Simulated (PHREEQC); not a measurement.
Make-up at 20 °C: 0.2 mol/kgw H2SO4 and 0.0049 mol/kgw CaCl2. Closed to the air; pH follows from the charge balance.

Model: ion-association model, phreeqc.dat, run in PHREEQC.

**Question.** The ionic strength comes out as 0.269 mol/kgw. What activity coefficients do CaHSO4+, H+, SO4-2, Ca+2, HSO4- get?

**Answer.** CaHSO4+ 0.74, H+ 0.79, SO4-2 0.26, Ca+2 0.30, HSO4- 0.74.

This is a speciation only: nothing precipitates in the calculation.
